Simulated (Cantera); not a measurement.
# Fluorocarbon and chlorocarbon gases: CH2F2 + H2

Input: 1 mol CH2F2, 0.95 mol H2, equilibrated at 3700 Pa.

Cantera equilibrium calculation (NASA polynomials, part measured and part estimated; ideal gas, pure solids and liquids). Candidate condensed phases: C, C6H6, C7H8, C8H18; 110 gas species. Ions and electrons are included (thermal ionisation). Rates play no part.

```json
[
 {"T (°C)": "2227", "log p HF": "-1.62", "log p H": "-2.60", "log p F": "-4.90", "log p H2": "-1.99", "log p C": "-6.78", "log p C3": "-6.30", "log p C2": "-7.34", "log p CF": "-6.38", "n C(graphite)": "0.981"},
 {"T (°C)": "2477", "log p HF": "-1.64", "log p H": "-2.22", "log p F": "-4.17", "log p H2": "-2.11", "log p C": "-5.42", "log p C3": "-4.77", "log p C2": "-5.79", "log p CF": "-5.36", "n C(graphite)": "0.952"},
 {"T (°C)": "2727", "log p HF": "-1.68", "log p H": "-1.97", "log p F": "-3.52", "log p H2": "-2.34", "log p C": "-4.30", "log p C3": "-3.51", "log p C2": "-4.50", "log p CF": "-4.46", "n C(graphite)": "0.815"},
 {"T (°C)": "2977", "log p HF": "-1.78", "log p H": "-1.86", "log p F": "-2.94", "log p H2": "-2.73", "log p C": "-3.42", "log p C3": "-2.66", "log p C2": "-3.56", "log p CF": "-3.74", "n C(graphite)": "0"},
 {"T (°C)": "3227", "log p HF": "-1.92", "log p H": "-1.77", "log p F": "-2.47", "log p H2": "-3.09", "log p C": "-2.94", "log p C3": "-2.78", "log p C2": "-3.32", "log p CF": "-3.45", "n C(graphite)": "0"},
 {"T (°C)": "3477", "log p HF": "-2.18", "log p H": "-1.72", "log p F": "-2.19", "log p H2": "-3.44", "log p C": "-2.60", "log p C3": "-3.08", "log p C2": "-3.24", "log p CF": "-3.37", "n C(graphite)": "0"},
 {"T (°C)": "3727", "log p HF": "-2.54", "log p H": "-1.70", "log p F": "-2.06", "log p H2": "-3.80", "log p C": "-2.39", "log p C3": "-3.63", "log p C2": "-3.36", "log p CF": "-3.52", "n C(graphite)": "0"},
 {"T (°C)": "3977", "log p HF": "-2.94", "log p H": "-1.69", "log p F": "-2.00", "log p H2": "-4.13", "log p C": "-2.31", "log p C3": "-4.42", "log p C2": "-3.67", "log p CF": "-3.82", "n C(graphite)": "0"},
 {"T (°C)": "4227", "log p HF": "-3.33", "log p H": "-1.68", "log p F": "-1.98", "log p H2": "-4.44", "log p C": "-2.29", "log p C3": "-5.26", "log p C2": "-4.03", "log p CF": "-4.16", "n C(graphite)": "0"},
 {"T (°C)": "4477", "log p HF": "-3.69", "log p H": "-1.68", "log p F": "-1.98", "log p H2": "-4.72", "log p C": "-2.28", "log p C3": "-6.06", "log p C2": "-4.39", "log p CF": "-4.49", "n C(graphite)": "0"},
 {"T (°C)": "4727", "log p HF": "-4.01", "log p H": "-1.68", "log p F": "-1.97", "log p H2": "-4.98", "log p C": "-2.27", "log p C3": "-6.79", "log p C2": "-4.72", "log p CF": "-4.79", "n C(graphite)": "0"}
]
```
log p: log10 of the partial pressure in bar; n: condensed amount in mol.

From 2227 °C to 2727 °C the condensed part is C(graphite). From 2977 °C to 4727 °C nothing is condensed. The main C-bearing gas is C2H2 (acetylene) at 2227 °C and C at 4727 °C.
